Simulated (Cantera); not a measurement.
A closed system holds: 1 mol PbO, 4 mol CO, 0.44 mol H2, held at 923 K.

Cantera equilibrium calculation (NASA polynomials, part measured and part estimated; ideal gas, pure solids and liquids). Candidate condensed phases: C, C6H6, C7H8, C8H18, H2O, Pb, PbO, PbO2, Pb3O4; 113 gas species. Equilibrium is a limit: real reactors are often held back by kinetics, nucleation or transport.

Task: At 0.560 bar, list the 4 most abundant gas species with their mole fractions, and the condensed phases.

Result: CO 0.479, CO2 0.405, H2 0.0811, H2O 0.0336. Condensed: C(graphite) + Pb(l).
